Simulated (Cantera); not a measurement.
Cantera run:

```python
import numpy as np
import cantera as ct

gas_names = [...]  # 113 gases of nasa_gas.yaml made of C, H, O, Ti
cond_names = """
    C(gr) C6H6(L) C7H8(L) C8H18(L),n-octa H2O(s) H2O(L) Ti(a) Ti(b) Ti(L) TiC(s) TiC(L) TiO(a) TiO(b)
    TiO(L) TiO2(ru) TiO2(L) Ti2O3(a) Ti2O3(b) Ti2O3(L) Ti3O5(a) Ti3O5(b) Ti3O5(L) Ti4O7(s) Ti4O7(L)
""".split()


# ... load() reads the species with a 1 bar reference pressure and builds the phases ...
atoms = {
    'TiO2': {'Ti': 1, 'O': 2},
    'CH4': {'C': 1, 'H': 4},
    'CO': {'C': 1, 'O': 1},
}
top_T = {'C(gr)': 4500}  # K; cautious upper limits of use, not melting points


# ... equilibrate(T, P, feed) seeds the gas with the atoms and calls Mixture.equilibrate('TP', solver="vcs", rtol=1e-11, max_steps=5000) ...
results = []
feed = {'TiO2': 1, 'CH4': 4.9, 'CO': 0.019}  # mol
T = 2123.15  # K
P = 290000  # Pa
mix = equilibrate(T, P, feed)
results.append((T, P, feed, dict(zip(mix.species_names, mix.species_moles))))
print(gas.report(threshold=1e-06))
for i in range(1, mix.n_phases):
    print(f"{mix.phase(i).name:16s} {mix.phase_moles(i):12.5e} mol")
```

It prints:

```
       temperature   2123.2 K
          pressure   2.9e+05 Pa
           density   0.1067 kg/m^3
  mean mol. weight   6.4952 kg/kmol
   phase of matter   gas

                          1 kg             1 kmol
                     ---------------   ---------------
          enthalpy        6.1303e+06        3.9818e+07  J
   internal energy        3.4125e+06        2.2165e+07  J
           entropy             30472        1.9792e+05  J/K
    Gibbs function       -5.8567e+07        -3.804e+08  J
 heat capacity c_p            5389.3             35004  J/K
 heat capacity c_v            4109.2             26690  J/K

                      mass frac. Y      mole frac. X     chem. pot. / RT
                     ---------------   ---------------   ---------------
               CH3        6.4368e-05        2.7807e-05           -31.094
               CH4         0.0015238        0.00061694           -40.494
                CO           0.73632           0.17075           -34.872
               CO2        8.4359e-06         1.245e-06            -66.85
    C2H2,acetylene         0.0054841          0.001368           -24.589
              C2H4        4.9827e-05        1.1536e-05           -43.388
                 H        0.00029728         0.0019156           -9.3999
                H2           0.25615           0.82528             -18.8
               H2O        8.3815e-05        3.0219e-05           -50.778
     [ +104 minor]        1.4721e-05        2.5403e-06

C(gr)             1.86006e+00 mol
Ti(L)             0.00000e+00 mol
TiC(s)            1.00000e+00 mol
TiO(L)            0.00000e+00 mol
TiO2(ru)          0.00000e+00 mol
Ti2O3(L)          0.00000e+00 mol
Ti3O5(L)          0.00000e+00 mol
Ti4O7(L)          0.00000e+00 mol
```

These are equilibrium values from Cantera (NASA tables, ideal gas, pure condensed phases), not measurements of a reactor. TiC: taken at fixed stoichiometry.
